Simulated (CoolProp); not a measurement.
Vapour-liquid equilibrium of propylene (1) + n-heptane (2) at 153 kPa; x and y are mole fractions of (1).

Model: multi-fluid Helmholtz-energy mixture model, Lemmon 2013 and Span 2003; pair parameters Bell 2016, in CoolProp.

```
x      bubble temperature (K)  y at the bubble point  dew temperature at overall composition x (K)  liquid density (mol/L)
-----  ----------------------  ---------------------  --------------------------------------------  ----------------------
0.05                    342.8                  0.740                                             …                   6.558
0.125                       …                  0.958                                         381.2                   7.229
0.2                     278.6                  0.988                                         377.9                   7.751
0.275                   265.9                      …                                         374.4                       …
0.35                    257.7                  0.997                                         370.7                       …
0.425                   252.1                  0.998                                         366.6                   9.171
0.5                     248.2                  0.999                                         362.1                   9.669
0.575                   245.3                  0.999                                             …                   10.20
0.65                    243.1                  0.999                                         351.2                   10.77
0.725                       …                  1.000                                         344.4                   11.38
0.8                     239.6                  1.000                                         335.8                   12.05
0.875                   238.0                  1.000                                         324.0                   12.79
0.95                    236.3                  1.000                                         303.9                   13.61
```

Q: Fill in the missing entries.

A: 
- 0.05, dew temperature at overall composition x (K): 384.2
- 0.125, bubble temperature (K): 300.2
- 0.275, y at the bubble point: 0.995
- 0.275, liquid density (mol/L): 8.226
- 0.35, liquid density (mol/L): 8.693
- 0.575, dew temperature at overall composition x (K): 357.1
- 0.725, bubble temperature (K): 241.3

No azeotrope shows between x = 0.05 and 0.95.

Pair parameters are fitted to limited data, so mixtures are less certain than the pure fluids. The gap from Raoult's law changes sign with composition, which may be real or a fault of the pair parameters; it wasn't checked against measurements.
